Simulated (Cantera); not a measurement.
A perfectly stirred reactor is fed with NO : N₂ = 1 : 0.55 (molar parts), at 0.0819 atm; it is held at 1623 K, and followed from long to short residence time.

Computed with Cantera and GRI-Mech 3.0 (53 species, 325 reactions).

**Question.** Predict: x(NO) at τ = 23.0 s; x(O₂) at τ = 23.0 s; x(O) at τ = 23.0 s; x(N₂) at τ = 23.0 s; x(N₂O) at τ = 23.0 s; x(NO) at τ = 0.140 s; x(O₂) at τ = 0.140 s; x(O) at τ = 0.140 s; x(N₂) at τ = 0.140 s; x(N₂O) at τ = 0.140 s.

**Answer.** 
- x(NO) at τ = 23.0 s: 0.589
- x(O₂) at τ = 23.0 s: 0.0280
- x(O) at τ = 23.0 s: 1.28e-5
- x(N₂) at τ = 23.0 s: 0.383
- x(N₂O) at τ = 23.0 s: 0.000117
- x(NO) at τ = 0.140 s: 0.645
- x(O₂) at τ = 0.140 s: 0.000119
- x(O) at τ = 0.140 s: 4.66e-6
- x(N₂) at τ = 0.140 s: 0.355
- x(N₂O) at τ = 0.140 s: 8.30e-5
